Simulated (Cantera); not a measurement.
A closed system holds: 1 mol acetone, 0.087 mol CO2, 0.75 mol N2, at 2480 Torr.

Method: chemical equilibrium by Gibbs-energy minimisation in Cantera with the NASA 1993 tables (ideal gas, pure condensed phases). Candidate condensed phases: C, C6H6, C7H8, C8H18, H2O; 169 gas species. Ions and electrons are included (thermal ionisation). The feed counts by its element totals alone. Equilibrium is a limit: real reactors are often held back by kinetics, nucleation or transport.

**Question.** Which condensed phases are stable at each of these points (T (K)): 3000, 3500, 4000, 4500, 5000?

**Answer.** 
| T (K) | condensed phases | C condensed (%) |
|---|---|---|
| 3000 | C(graphite) | 41.2 |
| 3500 | C(graphite) | 4.2 |
| 4000 | gas only | 0.0 |
| 4500 | gas only | 0.0 |
| 5000 | gas only | 0.0 |

From 3000 K to 3500 K the condensed part is C(graphite). From 4000 K to 5000 K nothing is condensed.
